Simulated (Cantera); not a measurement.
A closed system holds: 1 mol MgO, 0.3 mol O2, 0.37 mol CO2, 0.18 mol H2S, at 1298.15 K.

Method: chemical equilibrium by Gibbs-energy minimisation in Cantera with the NASA 1993 tables (ideal gas, pure condensed phases). Candidate condensed phases: C, C6H6, C7H8, C8H18, H2O, H2SO4, Mg, MgCO3, MgO, Mg(OH)2, MgS, MgSO4, S; 130 gas species. Mutual solubility and eutectic melting of coexisting phases are not modelled. Rates play no part.

log p: log10 of the partial pressure in bar; n: condensed amount in mol.

| P (Pa) | log p CO2 | log p H2O | log p SO2 | log p O2 | log p SO3 | log p OH | log p CO | n MgO(s) | n MgSO4(s) |
|---|---|---|---|---|---|---|---|---|---|
| 1000 | -2.31 | -2.63 | -2.63 | -3.41 | (withheld) | -6.48 | -7.44 | 1.00 | 0 |
| 3000 | -1.84 | -2.15 | -2.15 | -2.93 | (withheld) | -6.13 | -7.20 | 1.00 | 0 |
| 8800 | -1.37 | -1.68 | -1.68 | -2.47 | (withheld) | -5.78 | -6.97 | 1.00 | 0 |
| 26000 | -0.90 | -1.21 | -1.22 | -2.00 | (withheld) | -5.42 | -6.73 | 1.00 | 0 |
| 77000 | -0.43 | -0.74 | -0.75 | -1.54 | (withheld) | -5.07 | -6.48 | 1.00 | 0 |
| 230000 | 0.08 | -0.23 | -0.34 | -1.52 | -2.01 | -4.81 | -5.99 | 0.962 | 0.0385 |
| 680000 | 0.57 | 0.26 | 0.09 | -2.38 | -2.01 | -4.78 | -5.07 | 0.942 | 0.0582 |
| 2000000 | 1.04 | 0.73 | 0.55 | -3.31 | -2.01 | -4.78 | -4.13 | 0.940 | 0.0596 |

Task: Complete the blanks.

Result: 
- 1000, log p SO3: -5.24
- 3000, log p SO3: -4.52
- 8800, log p SO3: -3.83
- 26000, log p SO3: -3.13
- 77000, log p SO3: -2.43
